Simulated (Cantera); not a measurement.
A Cantera script and its output.

```python
import numpy as np
import cantera as ct

gas = ct.Solution("gri30.yaml")
gas.TPX = 625, 500000, {'CO': 1, 'H2': 0.034, 'O2': 0.369, 'N2': 1.39}
flame = ct.FreeFlame(gas, width=0.013)
flame.set_refine_criteria(ratio=3, slope=0.08, curve=0.16)
flame.transport_model = "mixture-averaged"
flame.solve(loglevel=0, auto=True)
z, T = flame.grid, flame.T
thick = (T[-1] - T[0]) / np.gradient(T, z).max()
show = ['CO', 'H2', 'O2', 'H', 'H2O2', 'CO2']
print(f"laminar burning velocity  {flame.velocity[0] * 100:.3f} cm/s")
print(f"burnt temperature         {T[-1]:.1f} K")
print(f"thermal thickness         {thick * 1e3:.4f} mm")
print(f"grid points               {len(z)}")
z0 = z[flame.heat_release_rate.argmax()]
print(f"{'z/mm':>9s}{'T/K':>9s}{'u/(m/s)':>9s}" + "".join(f"{s:>11s}" for s in show))
rows = []
for k in (-3, -2, -1.5, -1, -0.5, -0.25, 0, 0.25, 0.5, 1, 2, 4, 8):
    zz = z0 + k * thick
    rows.append([k * thick, np.interp(zz, z, T), np.interp(zz, z, flame.velocity),
                 *(np.interp(zz, z, flame.X[gas.species_index(s)]) for s in show)])
    print(f"{rows[-1][0] * 1e3:9.3f}{rows[-1][1]:9.1f}{rows[-1][2]:9.3f}" + "".join(f"{x:11.3e}" for x in rows[-1][3:]))
```

It prints:

```
laminar burning velocity  118.544 cm/s
burnt temperature         2606.7 K
thermal thickness         0.1398 mm
grid points               115
     z/mm      T/K  u/(m/s)         CO         H2         O2          H       H2O2        CO2
   -0.419    625.0    1.185  3.580e-01  1.215e-02  1.321e-01  4.163e-15  4.429e-10  4.098e-09
   -0.280    625.0    1.185  3.581e-01  1.203e-02  1.321e-01  1.138e-13  1.168e-08  1.442e-07
   -0.210    625.2    1.185  3.582e-01  1.180e-02  1.322e-01  1.378e-12  1.061e-07  1.766e-06
   -0.140    626.9    1.188  3.583e-01  1.115e-02  1.322e-01  3.201e-11  1.056e-06  2.338e-05
   -0.070    676.7    1.279  3.567e-01  8.874e-03  1.309e-01  4.342e-07  3.104e-05  1.648e-03
   -0.035    951.6    1.781  3.385e-01  6.177e-03  1.198e-01  2.582e-04  6.773e-05  2.061e-02
    0.000   1424.2    2.598  2.862e-01  2.556e-03  8.709e-02  2.647e-03  3.216e-06  8.118e-02
    0.035   1752.1    3.109  2.327e-01  1.077e-03  5.448e-02  4.950e-03  4.787e-07  1.468e-01
    0.070   1941.4    3.385  2.026e-01  1.008e-03  3.841e-02  5.429e-03  2.383e-07  1.851e-01
    0.140   2135.5    3.667  1.805e-01  1.095e-03  2.790e-02  4.254e-03  1.268e-07  2.141e-01
    0.280   2307.4    3.913  1.644e-01  1.062e-03  2.053e-02  2.572e-03  7.052e-08  2.354e-01
    0.559   2444.0    4.101  1.500e-01  9.701e-04  1.372e-02  1.496e-03  4.045e-08  2.542e-01
    1.118   2540.5    4.231  1.387e-01  8.920e-04  8.250e-03  9.005e-04  2.465e-08  2.686e-01
```

Computed with Cantera and GRI-Mech 3.0 (53 species, 325 reactions). The hydrogen kinetics of GRI-Mech 3.0 are dated; newer H2 mechanisms differ, most at raised pressure. Burning velocities carry a grid error of a few per cent, more on coarse grids.
